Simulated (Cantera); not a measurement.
Charge: 1 mol PbO, 0.017 mol O2, 0.17 mol H2, 1.4 mol CO, equilibrated at 900 K and 87000 Pa.

These are equilibrium values from Cantera (NASA tables, ideal gas, pure condensed phases), not measurements of a reactor. Candidate condensed phases: C, C6H6, C7H8, C8H18, H2O, Pb, PbO, PbO2, Pb3O4; 113 gas species. The numbers say what is thermodynamically allowed, not how fast it happens.

Base state: CO2 0.608, CO 0.284, H2 0.0556, H2O 0.0517, CH4 0.000540 (mole fractions); condensed: Pb(l).

Q: What changes in the equilibrium state with this change: CO from 1.4 to 0.091 mol?

A: 
```csv
species,before,after
H2O,0.0517,0.651
CO2,0.608,0.349
H2,0.0556,6.50e-5
CO,0.284,1.51e-5
CH4,0.000540,<1e-9
"Pb(l), mol",1.000,0.227
"PbO(yellow), mol",0,0.773
```

Q: What changes in the equilibrium state with this change: CO from 1.4 to 0.24 mol?

A: 
| species | before | after |
|---|---|---|
| CO2 | 0.608 | 0.585 |
| H2O | 0.0517 | 0.415 |
| H2 | 0.0556 | 4.14e-5 |
| CO | 0.284 | 2.54e-5 |
| CH4 | 0.000540 | <1e-9 |
| Pb(l), mol | 1.000 | 0.376 |
| PbO(yellow), mol | 0 | 0.624 |
